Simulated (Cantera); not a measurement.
A Cantera script and what it prints.

```python
import numpy as np
import cantera as ct

gas_names = """
    B BCL BCL2 BCL3 BH BH2 BH3 BO BOCL BO2 B2 B2O B2O2 B2O3 B3O3CL3 B3O3H3 CL CLO CL2 H HBO HBO2 HCL
    HOCL HO2 H2 H2O H2O2 H3B3O6 O OH O2 O3
""".split()
cond_names = """
    B(b) B(L) B2O3(L) B3O3H3(cr) H2O(s) H2O(L)
""".split()


# ... load() reads the species with a 1 bar reference pressure and builds the phases ...
atoms = {
    'BCl3': {'B': 1, 'CL': 3},
    'O2': {'O': 2},
    'H2': {'H': 2},
}
top_T = {}  # K; cautious upper limits of use, not melting points


# ... equilibrate(T, P, feed) seeds the gas with the atoms and calls Mixture.equilibrate('TP', solver="vcs", rtol=1e-11, max_steps=5000) ...
results = []
T = 1800  # K
P = 1000  # Pa
for m in [1.5, 2.6, 4.5, 7.6, 13, 22, 38, 65, 110]:
    feed = {'BCl3': 1, 'O2': 3.1, 'H2': m}  # mol
    mix = equilibrate(T, P, feed)
    results.append((T, P, feed, dict(zip(mix.species_names, mix.species_moles))))

top = {s: max(r[3][s] / sum(r[3][g] for g in gas_names) for r in results) for s in gas_names}
cols = sorted((s for s in top if top[s] > 0.001), key=lambda s: -top[s])[:7]
seen = [c for c in cond_names if any(r[3].get(c, 0) > 1e-12 for r in results)]
print("log10 of partial pressures in bar; condensed amounts in mol")
print(f"{'n(H2)':>10s}" + "".join(f"{s[:9]:>10s}" for s in cols + seen))
for T, P, feed, n in results:
    ng = sum(n[g] for g in gas_names)
    print(f"{feed['H2']:10.4g}" + "".join(f"{np.log10(max(n[s] / ng * P / 1e5, 1e-99)):10.3f}" for s in cols)
          + "".join(f"{n.get(c, 0):10.4g}" for c in seen))
```

Result:

```
log10 of partial pressures in bar; condensed amounts in mol
     n(H2)        H2       H2O       HCL        O2        CL      HBO2      B2O3
       1.5    -6.530    -3.495    -2.493    -2.467    -2.790    -2.979    -3.597
       2.6    -5.813    -2.843    -2.428    -2.598    -3.083    -2.882    -4.054
       4.5    -5.221    -2.446    -2.441    -2.987    -3.393    -2.899    -4.486
       7.6    -2.835    -2.358    -2.509    -7.583    -4.654    -2.999    -4.773
        13    -2.345    -2.551    -2.702    -8.950    -5.091    -3.194    -4.970
        22    -2.183    -2.755    -2.906    -9.681    -5.376    -3.400    -5.179
        38    -2.101    -2.976    -3.127   -10.286    -5.639    -3.626    -5.410
        65    -2.059    -3.198    -3.351   -10.817    -5.884    -3.857    -5.649
       110    -2.035    -3.419    -3.574   -11.306    -6.119    -4.091    -5.897
```

These are equilibrium values from Cantera (NASA tables, ideal gas, pure condensed phases), not measurements of a reactor. The tables' values for BOCl are old estimates; treat these amounts as uncertain.
